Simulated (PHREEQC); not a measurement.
PHREEQC input (ion-association model, wateq4f.dat):

```
SOLUTION_MASTER_SPECIES
  An  An-  0  An  62.0  # stands for a non-complexing anion
SOLUTION_SPECIES
  An- = An-
    -log_k 0
    -gamma 3.0 0
PHASES
  Fix_H+
    H+ = H+
    -log_k 0
SOLUTION 1
  temp 25
  units mmol/kgw
  pH 7 charge
  Se(4) 0.00026
  Na 5.00052
  An 5
END
SELECTED_OUTPUT 1
  -reset false
  -pH true
  -pe true
  -ionic_strength true
  -water true
  -totals Na Se Se(-2) Se(4) Se(6)
  -molalities Hfo_wOH Hfo_wOH2+ Hfo_wO- Hfo_sOH Hfo_sOH2+ Hfo_sO- Hfo_wSeO3- Hfo_wOHSeO3-2
USER_PUNCH 1
  -headings sigma psi
  10 PUNCH EDL("sigma", "Hfo"), EDL("psi", "Hfo")
PRINT
  -reset false
USE solution 1
SURFACE 1
  Hfo_wOH 0.000132584 600 0.059
  Hfo_sOH 3.31461e-06
EQUILIBRIUM_PHASES 1
  Fix_H+ -3 HAn 10
    -force_equality true
END
# ... the last block is repeated for the other 16 points of pH, with NaOH or the acid as the point needs
```

Selected output (columns that matter, 10 of 17 rows; pH added in front):

```
pH	mu	Na	Se	m_Hfo_wOH	m_Hfo_wOH2+	m_Hfo_wO-	m_Hfo_sOH	m_Hfo_sOH2+	m_Hfo_sO-	m_Hfo_wSeO3-	m_Hfo_wOHSeO3-2	sigma	psi
3	0.0061334	0.0050005	2.374e-10	2.3919e-05	0.00010828	1.2104e-07	5.9916e-07	2.7124e-06	3.032e-09	2.2987e-07	2.9893e-08	0.30143	0.21498
4	0.0051411	0.0050005	1.0161e-10	6.4096e-05	6.682e-05	1.4085e-06	1.6055e-06	1.6738e-06	3.5281e-08	1.661e-07	9.3801e-08	0.1818	0.19355
5	0.0050277	0.0050005	1.7933e-10	8.9909e-05	3.7473e-05	4.9419e-06	2.2522e-06	9.3867e-07	1.2379e-07	1.0769e-07	1.5213e-07	0.089772	0.15795
5.5	0.0050148	0.0050005	3.1157e-10	9.6093e-05	2.8915e-05	7.3159e-06	2.4071e-06	7.2429e-07	1.8326e-07	8.7834e-08	1.7185e-07	0.059173	0.13674
6.5	0.005005	0.0050005	1.4759e-09	0.0001007	2.0036e-05	1.1594e-05	2.5223e-06	5.0187e-07	2.9041e-07	6.5302e-08	1.9322e-07	0.022356	0.088214
7.5	0.0050016	0.0050005	1.1182e-08	0.0001015	1.6686e-05	1.4145e-05	2.5424e-06	4.1794e-07	3.5429e-07	5.4311e-08	1.9451e-07	0.0058924	0.033963
8.5	0.0050043	0.0050049	1.0964e-07	0.00010165	1.4865e-05	1.5923e-05	2.544e-06	3.7204e-07	3.9853e-07	2.9917e-08	1.2044e-07	-0.0036961	-0.022187
9	0.0050131	0.0050146	2.1241e-07	0.0001016	1.3826e-05	1.7106e-05	2.541e-06	3.4577e-07	4.278e-07	8.9335e-09	3.8653e-08	-0.0093996	-0.049914
10	0.0051145	0.0051198	2.5891e-07	0.00010032	1.0685e-05	2.1577e-05	2.508e-06	2.6713e-07	5.3944e-07	1.6727e-10	9.2457e-10	-0.030438	-0.10278
11	0.0061044	0.006119	2.5997e-07	9.2339e-05	5.6454e-06	3.46e-05	2.3085e-06	1.4114e-07	8.6499e-07	2.6848e-12	2.5853e-11	-0.080897	-0.14767
```

The database's selenite sorption wasn't checked against measurements; a fall in acid may be a fault of its surface constants. The oxide is taken as insoluble; below pH 4 it would dissolve.
